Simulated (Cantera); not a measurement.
Feed: 1 mol Fe3O4, 2800 mol H2, 4.8 mol N2, at 0.0133 bar.

These are equilibrium values from Cantera (NASA tables, ideal gas, pure condensed phases), not measurements of a reactor. Candidate condensed phases: Fe, FeO, Fe(OH)2, Fe(OH)3, Fe2O3, Fe3O4, H2O; 27 gas species. Kinetics and transport are ignored.

**Question.** At 1375 K, list the 4 most abundant gas species with their mole fractions, and the condensed phases.

**Answer.** H2 0.997, N2 0.00171, H2O 0.00143, H 2.96e-5. Condensed: Fe(γ).
